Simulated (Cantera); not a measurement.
## Ignition delay

Mixture: CH₄ : C₂H₆ : O₂ : N₂ = 1.4 : 0.17 : 2 : 7.39 (molar parts), at 18.0 bar, adiabatic and at constant pressure. Ignition delay is the time to a rise of 400 K.

Computed with Cantera and GRI-Mech 3.0 (53 species, 325 reactions). The pressure lies above the range GRI-Mech 3.0 was tuned for (to about 10 atm).

| T0 (K) | delay (ms) |
|---|---|
| 1000 | 11.7 |
| 1075 | 2.97 |
| 1150 | 0.981 |
| 1225 | 0.400 |
| 1300 | 0.189 |
| 1375 | 0.0973 |
| 1450 | 0.0527 |
| 1525 | 0.0294 |

| Quantity | Value |
|---|---|
| apparent activation energy between 1375 and 1525 K | 140 kJ/mol |
